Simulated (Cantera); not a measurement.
Input: 1 mol PbF2, 0.2 mol H2, held at 2025 K and 0.00300 bar.

Method: chemical equilibrium by Gibbs-energy minimisation in Cantera with the NASA 1993 tables (ideal gas, pure condensed phases). Rates play no part.

```csv
species,before,after
PbF2,0.425,0.425
HF,0.282,0.286
Pb,0.124,0.149
PbF,0.120,0.0893
PbF4,0.0366,0.0506
F,0.0125,0.000177
H,1.26e-5,1.99e-6
```
Gas species are given as mole fractions.

Problem. Name the change that produced these shifts.
(A) temperature from 2025 K to 650 K
(B) temperature from 2025 K to 1723 K
(C) H2 from 0.2 to 5.4 mol
(D) temperature from 2025 K to 823 K

Solution. B, temperature from 2025 K to 1723 K
